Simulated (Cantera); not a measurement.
A freely propagating, adiabatic, planar premixed flame of CH₄ : C₂H₆ : O₂ : N₂ = 1 : 0.33 : 3.71 : 14 (molar parts), equivalence ratio 0.85, unburnt at 350 K and 440000 Pa; multicomponent transport, grid criteria slope 0.08 and curve 0.16, no radiation.

Model: GRI-Mech 3.0 (53 species, 325 reactions), integrated in Cantera. Burning velocities carry a grid error of a few per cent, more on coarse grids.

Question: Predict: laminar burning velocity; thermal thickness; peak x(HCN); peak x(O).

Answer: 
```json
{
 "laminar_burning_velocity": "25.4 cm/s",
 "thermal_thickness": "0.154 mm",
 "peak x(HCN)": "8.44e-7",
 "peak x(O)": "0.00161"
}
```
